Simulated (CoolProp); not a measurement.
A simple Rankine cycle with cis-2-butene: condensing at 293.15 K, boiler at 1.49 MPa, turbine inlet 390.6 K, turbine efficiency 0.8, pump efficiency 0.8, no recuperator. Each further row changes one setting.

The numbers come from the reference Helmholtz-energy equation of state, Lemmon 2005 in CoolProp. It is a short technical equation, of lower accuracy than the large ones.

```json
[
 {"case": "as stated", "thermal efficiency (%)": "?", "net work (kJ/kg)": "74.8", "heat in (kJ/kg)": "520", "turbine exit temperature (K)": "323.5", "volume ratio over the turbine": "8.27"},
 {"case": "turbine inlet 410.6 K", "thermal efficiency (%)": "14.5", "net work (kJ/kg)": "81.6", "heat in (kJ/kg)": "563", "turbine exit temperature (K)": "345.8", "volume ratio over the turbine": "8.07"},
 {"case": "condensing temperature 285.15 K", "thermal efficiency (%)": "15.7", "net work (kJ/kg)": "84.4", "heat in (kJ/kg)": "538", "turbine exit temperature (K)": "316.3", "volume ratio over the turbine": "10.7"},
 {"case": "boiler pressure 1.04 MPa", "thermal efficiency (%)": "12.4", "net work (kJ/kg)": "66.6", "heat in (kJ/kg)": "?", "turbine exit temperature (K)": "338.2", "volume ratio over the turbine": "?"},
 {"case": "turbine efficiency 0.7", "thermal efficiency (%)": "12.5", "net work (kJ/kg)": "65.1", "heat in (kJ/kg)": "520", "turbine exit temperature (K)": "?", "volume ratio over the turbine": "8.44"}
]
```

### Question
What belongs in the gaps?

### Answer

- as stated, thermal efficiency (%): 14.4
- boiler pressure 1.04 MPa, heat in (kJ/kg): 536
- boiler pressure 1.04 MPa, volume ratio over the turbine: 5.55
- turbine efficiency 0.7, turbine exit temperature (K): 329.5
